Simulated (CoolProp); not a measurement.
Aqueous calcium chloride as a coolant, 11 % by mass, freezing at -6.7 °C, 1 atm.

The numbers come from the Melinder's fits for secondary coolants in CoolProp.

| T (°C) | Prandtl number | density (kg/m³) | viscosity (mPa s) | conductivity (W/(m K)) |
|---|---|---|---|---|
| -3.9 | … | 1099 | 2.59 | … |
| 4.7 | 12.5 | 1097 | 1.99 | 0.562 |
| 13.3 | 9.69 | 1096 | … | 0.575 |
| 21.9 | 7.74 | 1095 | 1.28 | 0.589 |
| 30.5 | 6.33 | 1093 | 1.07 | 0.602 |
| 39.1 | 5.28 | 1088 | 0.904 | 0.616 |

Some entries are withheld; supply them.


- -3.9, Prandtl number: 16.6
- -3.9, conductivity (W/(m K)): 0.548
- 13.3, viscosity (mPa s): 1.57
